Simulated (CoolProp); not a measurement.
A single-stage vapour-compression cycle with the fluid: evaporating at 233.15 K (dew point), condensing at 287.15 K (bubble point), superheat 8 K, subcooling 2 K, compressor efficiency 0.65, no pressure losses. The same conditions are run with several fluids, on thermodynamics alone (safety and materials aside).

Values from CoolProp's reference Helmholtz-energy equation of state of each fluid (carbon dioxide: Span 1996; R22: Kamei 1995; carbonyl sulfide: Lemmon 2006; n-butane: Bücker 2006; R124: de Vries 1995).

```csv
fluid,cooling COP,pressure ratio,discharge temperature (K),refrigerating effect (kJ/kg),volumetric capacity (kJ/m³)
carbon dioxide,[?],4.94,391.9,213,5280
R22,2.26,7.29,368.1,[?],838
carbonyl sulfide,2.25,[?],399.1,[?],1190
n-butane,2.33,10.1,[?],313,154
R124,2.27,10.2,325.4,128,234
```

Problem. Fill in the missing entries.

Solution. 
- carbon dioxide, cooling COP: 1.78
- R22, refrigerating effect (kJ/kg): 179
- carbonyl sulfide, pressure ratio: 6.09
- carbonyl sulfide, refrigerating effect (kJ/kg): 242
- n-butane, discharge temperature (K): 326.1
